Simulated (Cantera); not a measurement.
A closed system holds: 1 mol TiCl4, 0.82 mol H2O, 140 mol H2, held at 2125 K and 0.0133 bar.

These are equilibrium values from Cantera (NASA tables, ideal gas, pure condensed phases), not measurements of a reactor. Candidate condensed phases: H2O, Ti, TiCl2, TiCl3, TiCl4, TiO, TiO2, Ti2O3, Ti3O5, Ti4O7; 23 gas species. The tables' values for TiCl2 are old estimates; treat these amounts as uncertain. TiO: taken at fixed stoichiometry. Equilibrium is a limit: real reactors are often held back by kinetics, nucleation or transport.

Base state: H2 0.942, H 0.0305, HCl 0.0250, TiCl2 0.000722, Cl 0.000594, TiCl 0.000446, TiO 0.000330, Ti 0.000134 (mole fractions); condensed: TiO(l).

### Question
What changes in the equilibrium state with this change: pressure from 0.0133 bar to 1.00 bar?

### Answer
| species | before | after |
|---|---|---|
| H2 | 0.942 | 0.970 |
| HCl | 0.0250 | 0.0250 |
| H | 0.0305 | 0.00358 |
| Cl | 0.000594 | 6.76e-5 |
| TiCl2 | 0.000722 | 0.000930 |
| TiO | 0.000330 | 4.39e-6 |
| Ti | 0.000134 | 2.37e-6 |
| TiCl3 | 2.97e-5 | 0.000327 |
| TiO(l), mol | 0.758 | 0.809 |

### Question
What changes in the equilibrium state with this change: temperature from 2125 K to 1100 K?

### Answer
| species | before | after |
|---|---|---|
| H2 | 0.942 | 0.979 |
| HCl | 0.0250 | 0.0179 |
| TiCl3 | 2.97e-5 | 0.00253 |
| H | 0.0305 | 2.22e-7 |
| TiCl | 0.000446 | <1e-9 |
| TiO | 0.000330 | <1e-9 |
| Cl | 0.000594 | 3.62e-9 |
| Ti | 0.000134 | <1e-9 |
| TiCl4 | 1.48e-8 | 0.000647 |
| TiO(l), mol | 0.758 | 0 |
| Ti2O3(s), mol | 0 | 0.273 |
Condensed phases not in the tables: TiOCl.
